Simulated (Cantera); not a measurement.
What does this Cantera script print?

```python
import numpy as np
import cantera as ct

gas = ct.Solution("gri30.yaml")
gas.TPX = 1098, 47000, {'H2': 0.56, 'O2': 1, 'N2': 4.4}
reactor = ct.IdealGasConstPressureReactor(gas, energy="off", clone=False)
net = ct.ReactorNet([reactor])
net.rtol, net.atol = 1e-08, 1e-18
show = ['H2', 'O2', 'NO2', 'HO2', 'NO', 'N2O']
times = np.geomspace(1e-05, 20, 13)

steps = ct.SolutionArray(gas, extra=["t"])
rows = []
print(f"{'t/s':>10s}{'T/K':>9s}{'P/Pa':>11s}" + "".join(f"{s:>11s}" for s in show))
for t in times:
    while net.time < t:
        t_next = net.step()
        steps.append(gas.state, t=t_next)
    rows.append([np.interp(t, steps.t, y) for y in (steps.T, steps.P, *steps(*show).X.T)])
    print(f"{t:10.3e}{rows[-1][0]:9.1f}{rows[-1][1]:11.4g}" + "".join(f"{x:11.3e}" for x in rows[-1][2:]))
rate = np.gradient(steps.T, steps.t)
print("integrator steps:", len(steps.t))
if steps.T.max() > steps.T[0] + 200:
    print(f"time of steepest temperature rise: {steps.t[rate.argmax()]:.4e} s")
gas.TPX = 1098, 47000, {'H2': 0.56, 'O2': 1, 'N2': 4.4}
gas.equilibrate("TP")
print(f"equilibrium (TP): T = {gas.T:.1f} K  " + "  ".join(f"{s} {gas[s].X[0]:.3e}" for s in show))
```

Output:

```
       t/s      T/K       P/Pa         H2         O2        NO2        HO2         NO        N2O
 1.000e-05   1098.0    4.7e+04  9.396e-02  1.678e-01  7.254e-30  6.796e-10  3.725e-22  3.219e-17
 3.350e-05   1098.0    4.7e+04  9.396e-02  1.678e-01  5.767e-27  3.497e-09  2.441e-20  1.069e-15
 1.122e-04   1098.0    4.7e+04  9.395e-02  1.678e-01  3.544e-19  1.175e-06  5.418e-15  9.416e-13
 3.761e-04   1098.0    4.7e+04  3.966e-03  1.275e-01  1.355e-09  4.603e-05  1.253e-06  3.103e-08
 1.260e-03   1098.0    4.7e+04  4.044e-04  1.269e-01  2.764e-08  1.311e-05  1.251e-06  4.538e-08
 4.221e-03   1098.0    4.7e+04  6.291e-05  1.268e-01  6.979e-08  2.908e-06  1.209e-06  4.953e-08
 1.414e-02   1098.0    4.7e+04  5.480e-06  1.268e-01  7.906e-08  3.726e-07  1.200e-06  5.131e-08
 4.738e-02   1098.0    4.7e+04  2.368e-07  1.268e-01  4.949e-08  4.564e-08  1.230e-06  5.211e-08
 1.587e-01   1098.0    4.7e+04  1.573e-08  1.268e-01  2.262e-08  9.740e-09  1.256e-06  5.250e-08
 5.318e-01   1098.0    4.7e+04  3.570e-09  1.268e-01  1.096e-08  3.175e-09  1.268e-06  5.246e-08
 1.782e+00   1098.0    4.7e+04  1.087e-09  1.268e-01  1.000e-08  1.933e-09  1.269e-06  5.123e-08
 5.970e+00   1098.0    4.7e+04  5.593e-10  1.268e-01  1.643e-08  2.079e-09  1.263e-06  4.656e-08
 2.000e+01   1098.0    4.7e+04  5.125e-10  1.268e-01  1.917e-08  2.180e-09  1.260e-06  3.361e-08
integrator steps: 1642
equilibrium (TP): T = 1098.0 K  H2 5.100e-10  O2 1.267e-01  NO2 9.922e-07  HO2 2.186e-09  NO 6.465e-05  N2O 3.307e-09
```

Cantera simulation using GRI-Mech 3.0 (53 species, 325 reactions); the numbers are that mechanism's predictions, not measurements. The temperature is held fixed by assumption; the heat of reaction is taken as removed at once.
